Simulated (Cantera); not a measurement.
Feed: 1 mol Si, 5.2 mol NF₃, 6.7 mol N₂, held at 202 °C and 0.525 Torr.

Method: chemical equilibrium by Gibbs-energy minimisation in Cantera with the NASA 1993 tables (ideal gas, pure condensed phases). Candidate condensed phases: Si, Si₃N₄; 16 gas species. The numbers say what is thermodynamically allowed, not how fast it happens.

Base state: N₂ 0.602, NF₃ 0.315, SiF₄ 0.0817, F₂ 0.00112 (mole fractions); condensed: gas only.

Problem. What changes in the equilibrium state with this change: pressure from 0.525 Torr to 4.58 Torr?

Solution. 
```csv
species,before,after
N₂,0.602,0.602
NF₃,0.315,0.316
SiF₄,0.0817,0.0817
F₂,0.00112,0.000265
```
